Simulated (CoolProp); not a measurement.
A Linde-Hampson liquefier for methane: isothermal reversible compression at 250 K from 1 atm to 30 MPa, throttling to 1 atm, return gas leaving the recuperator 0 K below the feed. Each further row changes one setting.

Computed with CoolProp (reference Helmholtz-energy equation of state, Setzmann 1991).

```csv
case,liquid yield per pass,compression work (kJ/kg of gas)
as stated,[?],653
high pressure 60 MPa,[?],[?]
warm-end temperature 280 K,[?],[?]
warm-end gap 5 K,[?],653
```

Task: Complete the blanks.

Result: 
- as stated, liquid yield per pass: 0.353
- high pressure 60 MPa, liquid yield per pass: 0.338
- high pressure 60 MPa, compression work (kJ/kg of gas): 751
- warm-end temperature 280 K, liquid yield per pass: 0.277
- warm-end temperature 280 K, compression work (kJ/kg of gas): 763
- warm-end gap 5 K, liquid yield per pass: 0.344
